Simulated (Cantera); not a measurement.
An adiabatic, constant-pressure homogeneous reactor starts with C₃H₈ : O₂ : N₂ = 1 : 6.33 : 60.1 (molar parts), equivalence ratio 0.79, at 1823 K and 1050 Torr.

Detailed kinetics in Cantera: GRI-Mech 3.0 (53 species, 325 reactions). GRI-Mech 3.0 was tuned for natural gas; its chemistry of propane as a main component is partial and can be far from experiment.

x: mole fraction; the columns are a selection and need not sum to one.

| t (s) | T (K) | x C₃H₈ | x O₂ | x HO₂ | x C₂H₄ | x H₂ | x C₂H₆ | x CH₂ |
|---|---|---|---|---|---|---|---|---|
| 6.00e-6 | 1803 | 0.00362 | 0.0866 | 0.000223 | 0.00902 | 0.00604 | 0.000527 | 4.00e-5 |
| 1.43e-5 | 2092 | 3.05e-11 | … | … | … | … | … | … |
| 3.43e-5 | 2161 | <1e-12 | 0.0290 | 4.16e-6 | <1e-12 | 0.00662 | <1e-12 | <1e-12 |
| 8.20e-5 | 2232 | <1e-12 | 0.0270 | 3.40e-6 | <1e-12 | 0.00622 | <1e-12 | <1e-12 |
| 0.000196 | 2327 | <1e-12 | 0.0256 | 2.58e-6 | <1e-12 | 0.00482 | <1e-12 | <1e-12 |
| 0.000469 | 2422 | <1e-12 | 0.0237 | 2.06e-6 | <1e-12 | 0.00320 | <1e-12 | <1e-12 |
| 0.00112 | 2482 | <1e-12 | 0.0219 | 2.00e-6 | <1e-12 | 0.00209 | <1e-12 | <1e-12 |
| 0.00268 | 2496 | <1e-12 | 0.0211 | 2.00e-6 | <1e-12 | 0.00182 | <1e-12 | <1e-12 |
| 0.00640 | 2493 | <1e-12 | 0.0204 | 1.93e-6 | <1e-12 | 0.00182 | <1e-12 | <1e-12 |
| 0.0153 | 2489 | <1e-12 | 0.0194 | 1.84e-6 | <1e-12 | 0.00183 | <1e-12 | <1e-12 |
| 0.0366 | 2486 | <1e-12 | 0.0187 | 1.79e-6 | <1e-12 | 0.00184 | <1e-12 | <1e-12 |
| 0.0875 | 2486 | <1e-12 | 0.0187 | 1.78e-6 | <1e-12 | 0.00184 | <1e-12 | <1e-12 |
| 0.209 | 2486 | <1e-12 | 0.0187 | 1.78e-6 | <1e-12 | 0.00184 | <1e-12 | <1e-12 |
| 0.500 | 2486 | <1e-12 | 0.0187 | 1.78e-6 | <1e-12 | 0.00184 | <1e-12 | <1e-12 |

What belongs in the gaps?


- 1.43e-5, x O₂: 0.0454
- 1.43e-5, x HO₂: 2.74e-5
- 1.43e-5, x C₂H₄: 0.000133
- 1.43e-5, x H₂: 0.0133
- 1.43e-5, x C₂H₆: 5.13e-8
- 1.43e-5, x CH₂: 5.69e-5
